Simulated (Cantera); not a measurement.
Feed: 1 mol FeCl2, 0.41 mol HCl, 0.25 mol N2, held at 195 Torr.

These are equilibrium values from Cantera (NASA tables, ideal gas, pure condensed phases), not measurements of a reactor. Candidate condensed phases: Fe, FeCl2, FeCl3, NH4Cl; 18 gas species. Kinetics and transport are ignored.

log p: log10 of the partial pressure in bar; n: condensed amount in mol.

```json
[
 {"T (°C)": "350", "log p HCl": "-0.79", "log p FeCl2": "-7.59", "log p N2": "-1.01", "log p Fe2Cl4": "-9.55", "log p Cl": "<-12", "log p H2": "-7.31", "n FeCl2(s)": "1.00", "n FeCl2(l)": "0"},
 {"T (°C)": "550", "log p HCl": "-0.79", "log p FeCl2": "-3.68", "log p N2": "-1.01", "log p Fe2Cl4": "-4.69", "log p Cl": "-9.45", "log p H2": "-4.94", "n FeCl2(s)": "0.999", "n FeCl2(l)": "0"},
 {"T (°C)": "750", "log p HCl": "-0.86", "log p FeCl2": "-1.53", "log p N2": "-1.07", "log p Fe2Cl4": "-2.17", "log p Cl": "-7.44", "log p H2": "-3.68", "n FeCl2(s)": "0", "n FeCl2(l)": "0.871"},
 {"T (°C)": "950", "log p HCl": "-1.18", "log p FeCl2": "-0.85", "log p N2": "-1.39", "log p Fe2Cl4": "(withheld)", "log p Cl": "(withheld)", "log p H2": "-3.53", "n FeCl2(s)": "0", "n FeCl2(l)": "0"},
 {"T (°C)": "1150", "log p HCl": "-1.19", "log p FeCl2": "-0.81", "log p N2": "-1.40", "log p Fe2Cl4": "(withheld)", "log p Cl": "(withheld)", "log p H2": "-3.56", "n FeCl2(s)": "0", "n FeCl2(l)": "0"},
 {"T (°C)": "1350", "log p HCl": "-1.20", "log p FeCl2": "-0.81", "log p N2": "-1.41", "log p Fe2Cl4": "-3.39", "log p Cl": "-3.71", "log p H2": "-3.51", "n FeCl2(s)": "0", "n FeCl2(l)": "0"},
 {"T (°C)": "1550", "log p HCl": "-1.20", "log p FeCl2": "-0.81", "log p N2": "-1.41", "log p Fe2Cl4": "-3.87", "log p Cl": "-3.06", "log p H2": "-3.24", "n FeCl2(s)": "0", "n FeCl2(l)": "0"},
 {"T (°C)": "1750", "log p HCl": "-1.21", "log p FeCl2": "-0.81", "log p N2": "-1.41", "log p Fe2Cl4": "-4.26", "log p Cl": "-2.61", "log p H2": "-2.90", "n FeCl2(s)": "0", "n FeCl2(l)": "0"},
 {"T (°C)": "1950", "log p HCl": "-1.23", "log p FeCl2": "-0.81", "log p N2": "-1.41", "log p Fe2Cl4": "-4.59", "log p Cl": "-2.25", "log p H2": "-2.62", "n FeCl2(s)": "0", "n FeCl2(l)": "0"}
]
```

Task: What belongs in the gaps?

Result: 
- 1150, log p Fe2Cl4: -2.77
- 1150, log p Cl: -4.67
- 950, log p Fe2Cl4: -1.99
- 950, log p Cl: -6.00
